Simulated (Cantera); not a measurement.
A Cantera script and what it prints.

```python
import numpy as np
import cantera as ct

gas_names = """
    CL CL2 Cs CsCL Cs2 Cs2CL2 H HCL H2
""".split()
cond_names = """
    Cs(cr) Cs(L) CsCL(a) CsCL(b) CsCL(L)
""".split()


# ... load() reads the species with a 1 bar reference pressure and builds the phases ...
atoms = {
    'CsCl': {'Cs': 1, 'CL': 1},
    'HCl': {'H': 1, 'CL': 1},
    'H2': {'H': 2},
}
top_T = {}  # K; cautious upper limits of use, not melting points


# ... equilibrate(T, P, feed) seeds the gas with the atoms and calls Mixture.equilibrate('TP', solver="vcs", rtol=1e-11, max_steps=5000) ...
results = []
feed = {'CsCl': 1, 'HCl': 0.039, 'H2': 3.9}  # mol
P = 1000  # Pa
for T in [1248, 1323, 1398, 1473, 1548, 1623, 1698, 1773, 1848, 1923, 1998, 2073, 2148]:
    mix = equilibrate(T, P, feed)
    results.append((T, P, feed, dict(zip(mix.species_names, mix.species_moles))))

top = {s: max(r[3][s] / sum(r[3][g] for g in gas_names) for r in results) for s in gas_names}
cols = sorted((s for s in top if top[s] > 1e-06), key=lambda s: -top[s])[:9]
seen = [c for c in cond_names if any(r[3].get(c, 0) > 1e-12 for r in results)]
print("log10 of partial pressures in bar; condensed amounts in mol")
print(f"{'T/K':>10s}" + "".join(f"{s[:9]:>10s}" for s in cols + seen))
for T, P, feed, n in results:
    ng = sum(n[g] for g in gas_names)
    print(f"{T:10.4g}" + "".join(f"{np.log10(max(n[s] / ng * P / 1e5, 1e-99)):10.3f}" for s in cols)
          + "".join(f"{n.get(c, 0):10.4g}" for c in seen))
```

It prints:

```
log10 of partial pressures in bar; condensed amounts in mol
       T/K        H2      CsCL         H       HCL        Cs    Cs2CL2        CL
      1248    -2.101    -2.710    -7.381    -4.100    -6.967    -4.371    -9.448
      1323    -2.102    -2.700    -6.851    -4.100    -6.429    -4.761    -8.925
      1398    -2.102    -2.697    -6.376    -4.096    -5.957    -5.118    -8.454
      1473    -2.103    -2.696    -5.949    -4.087    -5.541    -5.442    -8.025
      1548    -2.103    -2.696    -5.563    -4.068    -5.178    -5.737    -7.626
      1623    -2.104    -2.697    -5.212    -4.034    -4.866    -6.006    -7.246
      1698    -2.104    -2.700    -4.892    -3.984    -4.602    -6.253    -6.881
      1773    -2.106    -2.704    -4.599    -3.921    -4.380    -6.483    -6.528
      1848    -2.108    -2.710    -4.330    -3.848    -4.194    -6.697    -6.189
      1923    -2.111    -2.718    -4.082    -3.771    -4.034    -6.899    -5.865
      1998    -2.116    -2.728    -3.853    -3.694    -3.896    -7.091    -5.559
      2073    -2.122    -2.741    -3.641    -3.620    -3.775    -7.276    -5.271
      2148    -2.132    -2.757    -3.446    -3.551    -3.669    -7.455    -5.001
```

Cantera equilibrium calculation (NASA polynomials, part measured and part estimated; ideal gas, pure solids and liquids).
